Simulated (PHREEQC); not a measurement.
0.18 g of hydrous ferric oxide (600 m²/g; 0.2 weak and 0.005 strong sites per Fe, Dzombak-Morel constants, diffuse double layer) in 1 kg of water with 0.3 mol/kgw of an inert sodium salt and 3.7e-06 mol/kgw NiCl2, at 25 °C; the pH is set by adding NaOH or the inert anion's acid. O2 is buffered at 0.21 atm. CO2 from the air is kept out. Nothing may precipitate in this run.

The series has 17 steps of pH, from 3 to 9.

All values are PHREEQC results (ion-association model, wateq4f.dat), not measurements.

Q: Near which pH is half of the Ni sorbed, and on which side is more sorbed?

A: Near pH 6.5, with more sorbed at higher pH.

Species that the database lacks are ignored. The oxide is taken as insoluble; below pH 4 it would dissolve.
